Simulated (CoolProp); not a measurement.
Vapour pressure (MPa) of R365MFC: the reference equation beside estimates from Tc = 186.9 °C, pc = 3.266 MPa, ω = 0.377. Clausius-Clapeyron is anchored at 97.55 °C with a constant enthalpy of vaporisation of 23.05 kJ/mol.

Computed with CoolProp (reference Helmholtz-energy equation of state, Lemmon 2016).

| T (°C) | reference | Lee-Kesler | Clausius-Clapeyron | van der Waals | Redlich-Kwong | Soave-Redlich-Kwong | Peng-Robinson |
|---|---|---|---|---|---|---|---|
| 81.05 | 0.3620 | 0.3662 | 0.3904 | 1.047 | 0.6082 | 0.3670 | 0.3633 |
| 89.25 | 0.4493 | 0.4552 | 0.4661 | 1.166 | 0.7196 | 0.4569 | 0.4517 |
| 97.55 | 0.5532 | 0.5610 | 0.5532 | 1.295 | 0.8460 | 0.5642 | 0.5571 |
| 105.75 | ? | 0.6825 | 0.6504 | 1.431 | 0.9851 | 0.6878 | 0.6788 |
| 113.95 | 0.8110 | 0.8228 | 0.7594 | 1.576 | 1.139 | 0.8308 | 0.8197 |
| 122.15 | 0.9698 | 0.9836 | 0.8811 | 1.729 | 1.309 | 0.9951 | ? |
| 130.35 | 1.151 | 1.167 | 1.016 | 1.892 | 1.494 | 1.182 | 1.167 |
| 138.55 | 1.358 | 1.375 | 1.165 | 2.064 | ? | 1.395 | 1.378 |
| 146.85 | 1.595 | 1.614 | 1.331 | 2.247 | 1.920 | ? | 1.620 |
| 155.05 | 1.861 | 1.880 | 1.510 | 2.437 | 2.158 | 1.907 | 1.889 |
| 163.25 | 2.160 | 2.179 | 1.706 | 2.637 | 2.416 | 2.207 | 2.191 |
| 171.45 | 2.499 | 2.516 | ? | 2.846 | 2.692 | 2.541 | 2.528 |
| 179.65 | 2.883 | 2.895 | 2.147 | 3.066 | 2.989 | 2.910 | ? |

Some entries are withheld; supply them.


- 105.75, reference: 0.6727
- 122.15, Peng-Robinson: 0.9819
- 138.55, Redlich-Kwong: 1.697
- 146.85, Soave-Redlich-Kwong: 1.638
- 171.45, Clausius-Clapeyron: 1.918
- 179.65, Peng-Robinson: 2.903

Absolute difference from the reference over all 13 rows, mean and median: Lee-Kesler 1.2 and 1.3 %, Clausius-Clapeyron 12.4 and 11.7 %, van der Waals 76.8 and 64.4 %, Redlich-Kwong 32.1 and 29.8 %, Soave-Redlich-Kwong 2.1 and 2.2 %, Peng-Robinson 1.1 and 1.2 %.
